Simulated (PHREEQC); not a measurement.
0.19 g of hydrous ferric oxide (600 m²/g; 0.2 weak and 0.005 strong sites per Fe, Dzombak-Morel constants, diffuse double layer) in 1 kg of water with 0.3 mol/kgw of an inert sodium salt and 0.62 mmol/kgw MgCl2, 0.0077 mmol/kgw Na2SO4 and 0.11 mmol/kgw CuCl2, at 25 °C; the pH is set by adding NaOH or the inert anion's acid. Oxygen alone is held at its pressure in air (log pO2 = -0.68). The system is closed to CO2. Precipitation was switched off in this run.

Base run: PHREEQC, ion-association model, wateq4f.dat. Each further column changes one thing. The table gives S sorbed (%).

```
pH   base  no electrostatic term (-no_edl)  background salt from 0.3 to 0.03 mol/kgw  oxide from 0.19 to 0.95 g/kgw
---  ----  -------------------------------  ----------------------------------------  -----------------------------
3    78.3                              0.0                                      99.8                           95.2
3.5  77.9                              0.0                                      99.8                           95.1
4    76.1                              0.0                                      99.7                           94.5
4.5  70.8                              0.0                                      99.2                           92.9
5    59.1                              0.0                                      97.9                              ?
5.5  41.4                              0.0                                         ?                           77.5
6    24.0                              0.0                                      85.9                           54.9
6.5  10.9                              0.0                                      64.0                              ?
7     3.9                              0.0                                      28.9                            8.3
7.5   1.1                              0.0                                       7.1                              ?
8     0.3                              0.0                                       1.6                            0.7
8.5   0.1                              0.0                                       0.5                            0.2
9     0.0                              0.0                                       0.1                            0.1
```

Question: Some entries are withheld; supply them.

Answer: 
- 5, oxide from 0.19 to 0.95 g/kgw: 88.5
- 5.5, background salt from 0.3 to 0.03 mol/kgw: 94.4
- 6.5, oxide from 0.19 to 0.95 g/kgw: 26.3
- 7.5, oxide from 0.19 to 0.95 g/kgw: 2.2

In at least one series the solution becomes supersaturated in solids that the run did not let form, among them Cu(OH)2. The database's constant for dissolved Cu(OH)2 is higher than later reviews accept. The oxide is taken as insoluble; below pH 4 it would dissolve.
